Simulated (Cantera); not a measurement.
A freely propagating, adiabatic, planar premixed flame of 2.97 % C3H8, 20.4 % O2, 76.7 % N2, unburnt at 300 K and 2100 Torr; mixture-averaged transport, grid criteria slope 0.08 and curve 0.16, no radiation.

Computed with Cantera and GRI-Mech 3.0 (53 species, 325 reactions). GRI-Mech 3.0 was tuned for natural gas; its chemistry of propane as a main component is partial and can be far from experiment. Burning velocities carry a grid error of a few per cent, more on coarse grids.

**Question.** Predict: laminar burning velocity; thermal thickness; peak x(OH); peak x(HCN); peak x(C2H6); peak x(CH3).

**Answer.** 
```
Property                      Value
------------------------  ---------
laminar burning velocity  21.6 cm/s
thermal thickness          0.214 mm
peak x(OH)                  0.00392
peak x(HCN)                 1.75e-7
peak x(C2H6)               0.000434
peak x(CH3)                0.000565
```
